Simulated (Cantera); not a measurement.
A perfectly stirred reactor is fed with C2H6 : N2 = 1 : 1.2 (molar parts), at 420 Pa; it is held at 1350 K, and followed from long to short residence time.

Cantera simulation using GRI-Mech 3.0 (53 species, 325 reactions); the numbers are that mechanism's predictions, not measurements. GRI-Mech 3.0 stops at C3 and has no aromatics, soot or wall deposition, so with more carbon than oxygen in the feed, carbon stays in small species such as C2H2 where larger ones or solid carbon would form. Radical loss at walls, strong at low pressure, is not modelled.

One state of this run: x C2H6 = 0.123; x CH3 = 0.00449; x CH4 = 0.114; x CH2 = 1.03e-6; x H2 = 0.153; x HCN = 3.36e-9. x: mole fraction; the columns are a selection and need not sum to one.

Which value of τ (s) does it belong to?
A. 0.056
B. 0.0027
C. 5.2
D. 0.25

A, 0.056
